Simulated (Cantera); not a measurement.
Feed: 1 mol FeCl3, 2.5 mol HCl, 0.23 mol N2, at 31.0 mbar.

Equilibrium computed with Cantera from the NASA thermochemical tables; the gas is ideal and each condensed phase is pure. Candidate condensed phases: Fe, FeCl2, FeCl3, NH4Cl; 18 gas species. Kinetics and transport are ignored.

Question: Which condensed phases are stable at each of these points (T (K)): 775, 875, 975, 1075, 1175, 1275, 1375, 1475, 1575, 1675?

Answer: 
| T (K) | condensed phases | Fe condensed (%) |
|---|---|---|
| 775 | FeCl2(s) | 0.5 |
| 875 | gas only | 0.0 |
| 975 | gas only | 0.0 |
| 1075 | gas only | 0.0 |
| 1175 | gas only | 0.0 |
| 1275 | gas only | 0.0 |
| 1375 | gas only | 0.0 |
| 1475 | gas only | 0.0 |
| 1575 | gas only | 0.0 |
| 1675 | gas only | 0.0 |

At 775 K the condensed part is FeCl2(s). From 875 K to 1675 K nothing is condensed.
